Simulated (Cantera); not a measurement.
What does this Cantera script print?

```python
import numpy as np
import cantera as ct

gas_names = """
    CL CL2 N N2 Si SiCL SiCL2 SiCL3 SiCL4 SiN Si2 Si2N Si3
""".split()
cond_names = """
    Si(cr) Si(L) Si3N4(a)
""".split()


# ... load() reads the species with a 1 bar reference pressure and builds the phases ...
atoms = {
    'Si': {'Si': 1},
    'Cl2': {'CL': 2},
    'N2': {'N': 2},
}
top_T = {'Si3N4(a)': 2400}  # K; cautious upper limits of use, not melting points


# ... equilibrate(T, P, feed) seeds the gas with the atoms and calls Mixture.equilibrate('TP', solver="vcs", rtol=1e-11, max_steps=5000) ...
results = []
feed = {'Si': 1, 'Cl2': 1.5, 'N2': 4.3}  # mol
P = 240  # Pa
for T in [573, 673, 773, 873, 973, 1073, 1173, 1273]:
    mix = equilibrate(T, P, feed)
    results.append((T, P, feed, dict(zip(mix.species_names, mix.species_moles))))

top = {s: max(r[3][s] / sum(r[3][g] for g in gas_names) for r in results) for s in gas_names}
cols = sorted((s for s in top if top[s] > 0.001), key=lambda s: -top[s])[:7]
seen = [c for c in cond_names if any(r[3].get(c, 0) > 1e-12 for r in results)]
print("log10 of partial pressures in bar; condensed amounts in mol")
print(f"{'T/K':>10s}" + "".join(f"{s[:9]:>10s}" for s in cols + seen))
for T, P, feed, n in results:
    ng = sum(n[g] for g in gas_names)
    print(f"{T:10.4g}" + "".join(f"{np.log10(max(n[s] / ng * P / 1e5, 1e-99)):10.3f}" for s in cols)
          + "".join(f"{n.get(c, 0):10.4g}" for c in seen))
```

Output:

```
log10 of partial pressures in bar; condensed amounts in mol
       T/K        N2     SiCL4     SiCL3     SiCL2  Si3N4(a)
       573    -2.692    -3.433   -12.690   -18.591   0.08333
       673    -2.692    -3.433   -10.413   -14.724   0.08333
       773    -2.692    -3.433    -8.730   -11.865   0.08333
       873    -2.692    -3.433    -7.435    -9.668   0.08333
       973    -2.692    -3.434    -6.410    -7.928   0.08326
      1073    -2.692    -3.436    -5.580    -6.520   0.08278
      1173    -2.693    -3.449    -4.902    -5.361   0.07972
      1273    -2.697    -3.509    -4.369    -4.413   0.06256
```

Equilibrium computed with Cantera from the NASA thermochemical tables; the gas is ideal and each condensed phase is pure. N2 is the only nitrogen source here; it is nearly inert below about 1500 K, so the nitride shown seldom forms there in practice. The tables' values for SiCl3 are old estimates; treat these amounts as uncertain.
